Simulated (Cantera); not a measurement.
Premixed flame

A freely propagating, adiabatic, planar premixed flame of CH₄ : H₂ : O₂ : N₂ = 1 : 0.12 : 1.72 : 6.45 (molar parts), equivalence ratio 1.2, unburnt at 525 K and 10.0 bar; mixture-averaged transport, grid criteria slope 0.08 and curve 0.16, no radiation.

Detailed kinetics in Cantera: GRI-Mech 3.0 (53 species, 325 reactions). Burning velocities carry a grid error of a few per cent, more on coarse grids.

| z (mm) | T (K) | u (m/s) | x CH₄ | x H₂ | x O₂ | x CO | x NO | x HCN |
|---|---|---|---|---|---|---|---|---|
| -0.232 | 526 | 0.376 | 0.107 | 0.0141 | 0.185 | 1.79e-5 | <1e-8 | <1e-8 |
| -0.154 | 534 | 0.383 | 0.107 | 0.0158 | 0.184 | 0.000165 | 1.87e-8 | 1.86e-8 |
| -0.116 | 561 | 0.403 | 0.105 | 0.0178 | 0.182 | 0.000717 | 9.14e-8 | 1.01e-7 |
| -0.0772 | 700 | 0.506 | 0.0952 | 0.0212 | 0.171 | 0.00422 | 8.67e-7 | 8.29e-7 |
| -0.0386 | 1213 | 0.890 | 0.0611 | 0.0258 | 0.123 | 0.0210 | 1.05e-5 | 5.50e-6 |
| -0.0193 | 1640 | 1.21 | 0.0317 | 0.0281 | 0.0764 | 0.0380 | 2.45e-5 | 1.13e-5 |
| 0 | 2023 | 1.50 | 0.00720 | 0.0286 | 0.0303 | 0.0528 | 4.47e-5 | 2.06e-5 |
| 0.0193 | 2189 | 1.62 | 0.000633 | 0.0267 | 0.00828 | 0.0531 | 7.33e-5 | 2.33e-5 |
| 0.0386 | 2236 | 1.65 | 4.57e-5 | 0.0259 | 0.00250 | 0.0487 | 9.43e-5 | 1.46e-5 |
| 0.0772 | 2272 | 1.68 | 7.01e-7 | 0.0261 | 0.000626 | 0.0454 | 0.000109 | 5.03e-6 |
| 0.154 | 2296 | 1.69 | <1e-8 | 0.0262 | 0.000195 | 0.0447 | 0.000116 | 1.24e-6 |
| 0.309 | 2309 | 1.70 | <1e-8 | 0.0262 | 6.43e-5 | 0.0447 | 0.000119 | 2.65e-7 |
| 0.617 | 2313 | 1.70 | <1e-8 | 0.0262 | 3.35e-5 | 0.0447 | 0.000120 | 5.50e-8 |
x: mole fraction of selected species; z is measured from the peak of heat release.

- laminar burning velocity = 37.5 cm/s
- thermal thickness = 0.0772 mm
- peak x(CO) = 0.0545
- peak x(HCN) = 2.44e-5
- grid points = 138
